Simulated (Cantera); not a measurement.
What does this Cantera script print?

```python
import numpy as np
import cantera as ct

gas_names = """
    H HO2 H2 H2O H2O2 O OH O2 O3 Zr ZrO ZrO2
""".split()
cond_names = """
    H2O(s) H2O(L) Zr(a) Zr(b) Zr(L) ZrO2(a) ZrO2(b) ZrO2(L)
""".split()


# ... load() reads the species with a 1 bar reference pressure and builds the phases ...
atoms = {
    'ZrO2': {'Zr': 1, 'O': 2},
    'H2': {'H': 2},
}
top_T = {}  # K; cautious upper limits of use, not melting points


# ... equilibrate(T, P, feed) seeds the gas with the atoms and calls Mixture.equilibrate('TP', solver="vcs", rtol=1e-11, max_steps=5000) ...
results = []
feed = {'ZrO2': 1, 'H2': 74}  # mol
T = 1450  # K
P = 1333.22  # Pa
mix = equilibrate(T, P, feed)
results.append((T, P, feed, dict(zip(mix.species_names, mix.species_moles))))
print(gas.report(threshold=0.0001))
for i in range(1, mix.n_phases):
    print(f"{mix.phase(i).name:16s} {mix.phase_moles(i):12.5e} mol")
```

It prints:

```
       temperature   1450 K
          pressure   1333.2 Pa
           density   0.00022293 kg/m^3
  mean mol. weight   2.0159 kg/kmol
   phase of matter   gas

                          1 kg             1 kmol
                     ---------------   ---------------
          enthalpy        1.7232e+07        3.4738e+07  J
   internal energy        1.1251e+07        2.2682e+07  J
           entropy        1.0601e+05         2.137e+05  J/K
    Gibbs function       -1.3648e+08       -2.7513e+08  J
 heat capacity c_p             15951             32156  J/K
 heat capacity c_v             11827             23841  J/K

                      mass frac. Y      mole frac. X     chem. pot. / RT
                     ---------------   ---------------   ---------------
                H2           0.99996           0.99992           -22.822
     [  +11 minor]        4.0967e-05        8.1906e-05

Zr(b)             5.26082e-08 mol
ZrO2(a)           1.00000e+00 mol
```

Method: chemical equilibrium by Gibbs-energy minimisation in Cantera with the NASA 1993 tables (ideal gas, pure condensed phases).
